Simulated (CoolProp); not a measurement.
Vapour-liquid equilibrium of ethanol (1) + p-xylene (2) at 344 K; x and y are mole fractions of (1).

Values from CoolProp's multi-fluid Helmholtz-energy mixture model, Schroeder 2014 and Zhou 2012; pair parameters Bell 2016.

```tsv
x	bubble pressure, mixture model (MPa)	bubble pressure, Raoult's law (MPa)	y, mixture model	y, Raoult's law
0.05	0.03312	0.01407	0.681	0.265
0.125	0.05077	0.01885	0.800	0.495
0.2	0.05842	0.02362	0.831	0.631
0.275	0.06143	0.02840	0.842	0.722
0.35	0.06248	0.03318	0.846	0.787
0.425	0.06290	0.03796	0.847	0.835
0.5	0.06334	0.04273	0.850	0.873
0.575	0.06410	0.04751	0.854	0.903
0.65	0.06529	0.05229	0.863	0.927
0.725	0.06690	0.05707	0.878	0.948
0.8	0.06883	0.06185	0.900	0.965
0.875	0.07097	0.06662	0.931	0.980
0.95	0.07316	0.07140	0.970	0.992
```

The largest gap from Raoult's law is +169.3 % in bubble pressure, at x = 0.125. No azeotrope shows between x = 0.05 and 0.95.

The pair parameters rest on a limited set of measurements; away from them the model extrapolates. With so large a gap from Raoult's law the liquid may split in two, which this calculation doesn't test in full.
